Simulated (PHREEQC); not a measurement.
A solution holds 0.012 mol/kgw MgCl2, 0.00083 mol/kgw NaHCO3 and 7.4e-07 mol/kgw H4SiO4, at 25 °C. Closed to the air; pH follows from the charge balance.

All values are PHREEQC results (ion-association model, phreeqc.dat), not measurements.

The pH is 7.86 and the ionic strength comes out as 0.0367 mol/kgw. The specific conductance is 2670 µS/cm and the total alkalinity comes out as 0.830 meq/kg.

```tsv
species	molality	activity	log γ
Cl-	0.0240	0.0200	-0.079
Mg+2	0.0119	0.00622	-0.283
Na+	0.000830	0.000699	-0.075
HCO3-	0.000739	0.000625	-0.073
MgHCO3+	5.44e-5	4.55e-5	-0.078
CO2	1.94e-5	1.95e-5	0.004
MgCO3	1.24e-5	1.25e-5	0.004
```

Precipitation was switched off in this run. Species that the database lacks are ignored.
